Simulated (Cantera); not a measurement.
SiH4 + O3 (silicon oxide and oxynitride deposition)

A closed system holds: 1 mol SiH4, 0.071 mol O3, equilibrated at 52.0 Pa.

Method: chemical equilibrium by Gibbs-energy minimisation in Cantera with the NASA 1993 tables (ideal gas, pure condensed phases). Candidate condensed phases: H2O, Si, SiO2; 18 gas species. Gases not in the tables: Si2H6 and higher silanes. Kinetics and transport are ignored.

```json
[
 {"T (°C)": "1150", "x H2": "0.903", "x Si": "2.94e-6", "x SiO": "0.0962", "x H": "0.000277", "x SiH": "2.85e-7", "x Si2": "2.10e-9", "x Si3": "3.22e-10", "x SiH2": "4.76e-7", "n Si(s)": "0.787", "n Si(l)": "0"},
 {"T (°C)": "1250", "x H2": "0.903", "x Si": "3.47e-5", "x SiO": "0.0962", "x H": "0.000963", "x SiH": "2.20e-6", "x Si2": "5.21e-8", "x Si3": "9.89e-9", "x SiH2": "1.81e-6", "n Si(s)": "0.787", "n Si(l)": "0"},
 {"T (°C)": "1350", "x H2": "0.901", "x Si": "0.000301", "x SiO": "0.0961", "x H": "0.00288", "x SiH": "1.31e-5", "x Si2": "8.64e-7", "x Si3": "1.97e-7", "x SiH2": "5.83e-6", "n Si(s)": "0.786", "n Si(l)": "0"},
 {"T (°C)": "1450", "x H2": "0.895", "x Si": "0.00189", "x SiO": "0.0957", "x H": "0.00756", "x SiH": "5.87e-5", "x Si2": "8.96e-6", "x Si3": "2.23e-6", "x SiH2": "1.52e-5", "n Si(s)": "0", "n Si(l)": "0.783"},
 {"T (°C)": "1550", "x H2": "0.879", "x Si": "0.00850", "x SiO": "0.0946", "x H": "0.0178", "x SiH": "0.000194", "x Si2": "5.50e-5", "x Si3": "1.29e-5", "x SiH2": "3.09e-5", "n Si(s)": "0", "n Si(l)": "0.767"},
 {"T (°C)": "1650", "x H2": "0.837", "x Si": "0.0326", "x SiO": "0.0912", "x H": "0.0378", "x SiH": "0.000557", "x Si2": "0.000279", "x Si3": "6.21e-5", "x SiH2": "5.64e-5", "n Si(s)": "0", "n Si(l)": "0.708"},
 {"T (°C)": "1750", "x H2": "0.734", "x Si": "0.109", "x SiO": "0.0821", "x H": "0.0714", "x SiH": "0.00138", "x Si2": "0.00120", "x Si3": "0.000254", "x SiH2": "8.87e-5", "n Si(s)": "0", "n Si(l)": "0.491"}
]
```
x: gas mole fraction; n: condensed amount in mol.

From 1150 °C to 1350 °C the condensed part is Si(s). From 1450 °C to 1750 °C the condensed part is Si(l). The main Si-bearing gas is SiO at 1150 °C and Si at 1750 °C.
